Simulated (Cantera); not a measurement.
An adiabatic, constant-volume homogeneous reactor starts with CH4 : O2 : N2 : C2H6 = 1 : 2.04 : 7.67 : 0.034 (molar parts), equivalence ratio 1.0, at 1325 K and 7.10 bar.

Cantera simulation using GRI-Mech 3.0 (53 species, 325 reactions); the numbers are that mechanism's predictions, not measurements. Above 3000 K some thermodynamic fits are extrapolated.

Predict: time of steepest temperature rise; temperature at 0.900 s; equilibrium temperature; x(O2) at 0.900 s; x(CO2) at 0.900 s; x(HCN) at 0.900 s; x(O) at 0.900 s.


- time of steepest temperature rise: 0.782 ms
- temperature at 0.900 s: 3029 K
- equilibrium temperature: 3029 K
- x(O2) at 0.900 s: 0.0125 (gas-phase equilibrium 0.0125)
- x(CO2) at 0.900 s: 0.0528 (gas-phase equilibrium 0.0528)
- x(HCN) at 0.900 s: 1.73e-8 (gas-phase equilibrium 1.73e-8)
- x(O) at 0.900 s: 0.00341 (gas-phase equilibrium 0.00341)
